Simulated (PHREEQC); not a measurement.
Solution (5 °C): 14 mmol/kgw HCl, 5.4 mmol/kgw CuSO4 and 76 mmol/kgw MgSO4. Closed to the air; pH follows from the charge balance.

Equilibrium calculation in PHREEQC: ion-association model, phreeqc.dat.

No solid was allowed to form.

Task: Order these S species by the share of S that they hold, largest first: CuSO4, SO4-2, HSO4-, MgSO4.

Result: SO4-2 (54 %), MgSO4 (35 %), HSO4- (8.2 %), CuSO4 (2.8 %)

Task: Order these Cu species by the share of Cu that they hold, largest first: CuCl+, CuSO4, Cu+2.

Result: Cu+2 (57 %), CuSO4 (43 %), CuCl+ (0.25 %)

The pH is 2.23 and the ionic strength 0.203 mol/kgw. Complexes and solids missing from the database can't appear. Constants without temperature data keep their 25 °C values here.
